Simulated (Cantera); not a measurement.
A perfectly stirred reactor is fed with 14.1 % H₂, 5.81 % O₂, 69.7 % N₂, 10.4 % H₂O, equivalence ratio 1.2, at 5.00 bar; it is adiabatic with a 625 K inlet, and is followed from long to short residence time, starting on the burning branch (τ in s: 0.43, 0.15, 0.05, 0.017, 0.0057, 0.0019, 0.00065, 0.00022, 7.4e-05, 2.5e-05).

Detailed kinetics in Cantera: the H2/O2 subset of GRI-Mech 3.0, which has no nitrogen chemistry. The hydrogen kinetics of GRI-Mech 3.0 are dated; newer H2 mechanisms differ, most at raised pressure.

Q: Predict: blow-out, bracketed by the residence times tried; x(H₂) at τ = 0.430 s; x(O₂) at τ = 0.430 s; x(H₂O) at τ = 0.430 s; x(HO₂) at τ = 0.430 s; x(O) at τ = 0.430 s; x(H₂) at τ = 1.90 ms; x(O₂) at τ = 1.90 ms; x(H₂O) at τ = 1.90 ms; x(HO₂) at τ = 1.90 ms; x(O) at τ = 1.90 ms.

A: 
- blow-out, bracketed by the residence times tried = burning at 74.0 µs, out at 25.0 µs
- x(H₂) at τ = 0.430 s = 0.0266
- x(O₂) at τ = 0.430 s = 4.29e-5
- x(H₂O) at τ = 0.430 s = 0.233
- x(HO₂) at τ = 0.430 s = 1.67e-7
- x(O) at τ = 0.430 s = 9.87e-8
- x(H₂) at τ = 1.90 ms = 0.0277
- x(O₂) at τ = 1.90 ms = 0.000802
- x(H₂O) at τ = 1.90 ms = 0.231
- x(HO₂) at τ = 1.90 ms = 3.81e-6
- x(O) at τ = 1.90 ms = 1.69e-5
